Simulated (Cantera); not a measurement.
**Ignition delay**

Mixture: CO : H2 : CH4 : O2 : N2 = 1 : 0.28 : 0.14 : 0.418 : 2.51 (molar parts), equivalence ratio 2.2, at 4950 Torr, adiabatic and at constant pressure. Ignition delay is the time to a rise of 400 K.

Detailed kinetics in Cantera: GRI-Mech 3.0 (53 species, 325 reactions). Below about 1000 K GRI-Mech 3.0 lacks low-temperature oxidation paths.

| T0 (K) | delay (ms) |
|---|---|
| 950 | 13.4 |
| 1025 | 2.18 |
| 1100 | 0.590 |
| 1175 | 0.246 |
| 1250 | 0.127 |
| 1325 | 0.0726 |
| 1400 | 0.0438 |
| 1475 | 0.0277 |
| 1550 | 0.0183 |

```yaml
apparent activation energy between 1400 and 1550 K: 110 kJ/mol
```
